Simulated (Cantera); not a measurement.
An adiabatic, constant-volume homogeneous reactor starts with C3H8 : O2 : N2 = 1 : 2.78 : 10.4 (molar parts), at 1075 K and 5.00 bar. Integrator tolerance rtol = 1e-08.

Detailed kinetics in Cantera: GRI-Mech 3.0 (53 species, 325 reactions). GRI-Mech 3.0 was tuned for natural gas; its chemistry of propane as a main component is partial and can be far from experiment.

```csv
quantity,before,after
time of steepest temperature rise,32.8 ms,4.51 µs
temperature at 1.00 s,2741 K,3152 K
equilibrium temperature,2741 K,3152 K
x(C3H8) at 1.00 s,<1e-12 (gas-phase equilibrium <1e-12),<1e-12 (gas-phase equilibrium <1e-12)
x(O2) at 1.00 s,2.48e-5 (gas-phase equilibrium 2.48e-5),0.000564 (gas-phase equilibrium 0.000564)
x(H2) at 1.00 s,0.105 (gas-phase equilibrium 0.105),0.100 (gas-phase equilibrium 0.100)
x(H2O2) at 1.00 s,2.68e-8 (gas-phase equilibrium 2.68e-8),1.87e-7 (gas-phase equilibrium 1.87e-7)
x(OH) at 1.00 s,0.00165 (gas-phase equilibrium 0.00165),0.00941 (gas-phase equilibrium 0.00941)
x(C2H6) at 1.00 s,<1e-12 (gas-phase equilibrium <1e-12),<1e-12 (gas-phase equilibrium <1e-12)
```

What was changed between the two runs?
A. pressure from 5.00 bar to 3.60 bar
B. constant pressure in place of constant volume
C. initial temperature 1075 to 1748 K
D. initial temperature 1075 to 1600 K

C, initial temperature 1075 to 1748 K
